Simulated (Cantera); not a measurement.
## Premixed flame

A freely propagating, adiabatic, planar premixed flame of H2 : O2 : N2 = 1 : 0.5 : 1.88 (molar parts), equivalence ratio 1.0, unburnt at 325 K and 0.250 bar; multicomponent transport, grid criteria slope 0.08 and curve 0.16, no radiation.

Model: the H2/O2 subset of GRI-Mech 3.0, which has no nitrogen chemistry, integrated in Cantera. Burning velocities carry a grid error of a few per cent, more on coarse grids.

| z (mm) | T (K) | u (m/s) | x H2 | x O2 | x H2O2 | x HO2 | x OH | x H2O |
|---|---|---|---|---|---|---|---|---|
| -6.75 | 325 | 2.37 | 0.296 | 0.148 | <1e-8 | <1e-8 | <1e-8 | <1e-8 |
| -4.50 | 325 | 2.37 | 0.296 | 0.148 | <1e-8 | <1e-8 | <1e-8 | <1e-8 |
| -3.38 | 325 | 2.37 | 0.296 | 0.148 | <1e-8 | <1e-8 | <1e-8 | <1e-8 |
| -2.25 | 325 | 2.37 | 0.296 | 0.148 | <1e-8 | <1e-8 | <1e-8 | 1.12e-8 |
| -1.13 | 328 | 2.39 | 0.294 | 0.148 | 1.54e-6 | 2.00e-5 | 1.81e-6 | 5.07e-5 |
| -0.563 | 560 | 3.98 | 0.263 | 0.144 | 5.95e-5 | 0.000126 | 0.000914 | 0.0161 |
| 0 | 1045 | 7.15 | 0.154 | 0.107 | 1.67e-6 | 3.42e-5 | 0.00204 | 0.103 |
| 0.563 | 1358 | 9.18 | 0.0609 | 0.0477 | 1.57e-6 | 1.29e-5 | 0.00686 | 0.210 |
| 1.13 | 1499 | 10.1 | 0.0446 | 0.0328 | 1.15e-6 | 7.76e-6 | 0.00966 | 0.236 |
| 2.25 | 1646 | 11.0 | 0.0439 | 0.0282 | 6.43e-7 | 5.57e-6 | 0.0122 | 0.246 |
| 4.50 | 1801 | 11.9 | 0.0429 | 0.0244 | 3.23e-7 | 3.99e-6 | 0.0142 | 0.257 |
| 9.00 | 1951 | 12.7 | 0.0398 | 0.0206 | 1.74e-7 | 2.79e-6 | 0.0152 | 0.269 |
| 18.0 | 2091 | 13.5 | 0.0347 | 0.0167 | 1.06e-7 | 1.92e-6 | 0.0149 | 0.283 |
x: mole fraction of selected species; z is measured from the peak of heat release.

```
Property                    Result
------------------------  --------
laminar burning velocity  237 cm/s
thermal thickness          2.25 mm
peak x(H2O2)               6.37e-5
peak x(HO2)               0.000207
peak x(OH)                  0.0152
grid points                    126
```
